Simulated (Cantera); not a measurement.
Input: 1 mol SiCl₄, 0.85 mol N₂, 1.9 mol NH₃, held at 775 K and 2.30 mbar.

These are equilibrium values from Cantera (NASA tables, ideal gas, pure condensed phases), not measurements of a reactor. Candidate condensed phases: NH₄Cl, Si, Si₃N₄; 28 gas species. Kinetics and transport are ignored.

Base state: HCl 0.378, H₂ 0.300, N₂ 0.246, SiCl₄ 0.0769, SiHCl₃ 3.95e-5 (mole fractions); condensed: Si₃N₄(s).

What changes in the equilibrium state with this change: temperature from 775 K to 1575 K?


```
species        before     after
-------------  ------  --------
HCl             0.378     0.294
H₂              0.300     0.283
N₂              0.246     0.272
SiCl₂           <1e-9     0.144
SiCl₄          0.0769  0.000657
H               <1e-9  0.000461
Cl              <1e-9  0.000381
SiCl            <1e-9   3.65e-5
Si₃N₄(s), mol   0.184         0
```
The tables' values for SiCl₃, SiCl are old estimates; treat these amounts as uncertain.
